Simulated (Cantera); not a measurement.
Input (Python, Cantera):

```python
import numpy as np
import cantera as ct

gas = ct.Solution("SiF4_NH3_mec.yaml", "gas")
gas.TPX = 2350, 35000, {'NH3': 1, 'N2': 9.1}
reactor = ct.IdealGasConstPressureReactor(gas, energy="off", clone=False)
net = ct.ReactorNet([reactor])
net.rtol, net.atol = 1e-08, 1e-18
show = ['NH3', 'NH2', 'N2', 'NH', 'H2', 'N', 'N2H4']
times = np.geomspace(0.0001, 10, 13)

steps = ct.SolutionArray(gas, extra=["t"])
rows = []
print(f"{'t/s':>10s}{'T/K':>9s}{'P/Pa':>11s}" + "".join(f"{s:>11s}" for s in show))
for t in times:
    while net.time < t:
        t_next = net.step()
        steps.append(gas.state, t=t_next)
    rows.append([np.interp(t, steps.t, y) for y in (steps.T, steps.P, *steps(*show).X.T)])
    print(f"{t:10.3e}{rows[-1][0]:9.1f}{rows[-1][1]:11.4g}" + "".join(f"{x:11.3e}" for x in rows[-1][2:]))
rate = np.gradient(steps.T, steps.t)
print("integrator steps:", len(steps.t))
if steps.T.max() > steps.T[0] + 200:
    print(f"time of steepest temperature rise: {steps.t[rate.argmax()]:.4e} s")
gas.TPX = 2350, 35000, {'NH3': 1, 'N2': 9.1}
gas.equilibrate("TP")
print(f"equilibrium (TP): T = {gas.T:.1f} K  " + "  ".join(f"{s} {gas[s].X[0]:.3e}" for s in show))
```

Output:

```
       t/s      T/K       P/Pa        NH3        NH2         N2         NH         H2          N       N2H4
 1.000e-04   2350.0    3.5e+04  9.703e-02  1.475e-03  9.001e-01  2.233e-05  1.297e-03  3.279e-07  3.198e-08
 2.610e-04   2350.0    3.5e+04  9.369e-02  1.788e-03  8.989e-01  3.981e-05  5.522e-03  1.315e-06  4.699e-08
 6.813e-04   2350.0    3.5e+04  8.545e-02  1.413e-03  8.958e-01  4.896e-05  1.708e-02  3.427e-06  2.935e-08
 1.778e-03   2350.0    3.5e+04  6.745e-02  1.012e-03  8.893e-01  5.395e-05  4.197e-02  6.360e-06  1.505e-08
 4.642e-03   2350.0    3.5e+04  3.706e-02  5.988e-04  8.781e-01  4.849e-05  8.371e-02  8.444e-06  5.268e-09
 1.212e-02   2350.0    3.5e+04  8.211e-03  1.999e-04  8.674e-01  2.910e-05  1.232e-01  8.740e-06  5.870e-10
 3.162e-02   2350.0    3.5e+04  1.327e-04  1.031e-05  8.635e-01  5.130e-06  1.331e-01  5.126e-06  1.560e-12
 8.254e-02   2350.0    3.5e+04  1.448e-06  2.533e-07  8.618e-01  2.855e-07  1.311e-01  6.425e-07  9.401e-16
 2.154e-01   2350.0    3.5e+04  2.855e-07  5.366e-08  8.615e-01  6.496e-08  1.308e-01  1.570e-07  4.224e-17
 5.623e-01   2350.0    3.5e+04  1.916e-07  3.602e-08  8.615e-01  4.361e-08  1.308e-01  1.054e-07  1.907e-17
 1.468e+00   2350.0    3.5e+04  1.893e-07  3.558e-08  8.615e-01  4.308e-08  1.308e-01  1.042e-07  1.860e-17
 3.831e+00   2350.0    3.5e+04  1.893e-07  3.558e-08  8.615e-01  4.308e-08  1.308e-01  1.042e-07  1.860e-17
 1.000e+01   2350.0    3.5e+04  1.893e-07  3.558e-08  8.615e-01  4.308e-08  1.308e-01  1.042e-07  1.860e-17
integrator steps: 1719
equilibrium (TP): T = 2350.0 K  NH3 1.893e-07  NH2 3.558e-08  N2 8.615e-01  NH 4.308e-08  H2 1.308e-01  N 1.042e-07  N2H4 1.860e-17
```

Cantera simulation using the gas-phase N/H chemistry of the illustrative SiF4/NH3 mechanism in the Surface Chemkin manual (1991); the numbers are that mechanism's predictions, not measurements. Walls and surfaces, which speed up NH3 decomposition in real reactors, are not modelled.
